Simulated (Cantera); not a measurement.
Feed: 1 mol SiHCl₃, 67 mol H₂, at 0.840 bar.

Cantera equilibrium calculation (NASA polynomials, part measured and part estimated; ideal gas, pure solids and liquids). Candidate condensed phases: Si; 19 gas species. The tables' values for SiCl₃ are old estimates; treat these amounts as uncertain. Gases not in the tables: Si₂H₆ and higher silanes. Rates play no part.

x: gas mole fraction; n: condensed amount in mol.

| T (K) | x H₂ | x HCl | x SiCl₂ | x SiHCl₃ | x SiCl₄ | x SiH₂Cl₂ | n Si(s) |
|---|---|---|---|---|---|---|---|
| 1148 | 0.976 | 0.0157 | 0.000552 | 0.00397 | 0.00317 | 0.000621 | 0.402 |
| 1223 | 0.971 | (withheld) | (withheld) | (withheld) | (withheld) | (withheld) | (withheld) |
| 1298 | 0.967 | 0.0276 | 0.00210 | 0.00167 | 0.00106 | 0.000372 | 0.599 |
| 1373 | 0.964 | 0.0314 | (withheld) | (withheld) | (withheld) | (withheld) | 0.656 |
| 1448 | 0.962 | 0.0332 | 0.00353 | 0.000385 | 0.000155 | 0.000147 | 0.681 |
| 1523 | 0.962 | 0.0339 | 0.00391 | 0.000173 | 5.45e-5 | 8.87e-5 | 0.689 |
| 1598 | 0.961 | 0.0341 | 0.00417 | 8.10e-5 | 2.00e-5 | 5.46e-5 | 0.687 |
| 1673 | 0.961 | 0.0341 | 0.00437 | 3.99e-5 | 7.89e-6 | 3.47e-5 | 0.682 |

Q: Fill in the missing entries.

A: 
- 1373, x SiCl₂: 0.00293
- 1373, x SiHCl₃: 0.000842
- 1373, x SiCl₄: 0.000433
- 1373, x SiH₂Cl₂: 0.000242
- 1223, x HCl: 0.0220
- 1223, x SiCl₂: 0.00121
- 1223, x SiHCl₃: 0.00280
- 1223, x SiCl₄: 0.00205
- 1223, x SiH₂Cl₂: 0.000510
- 1223, n Si(s): 0.509
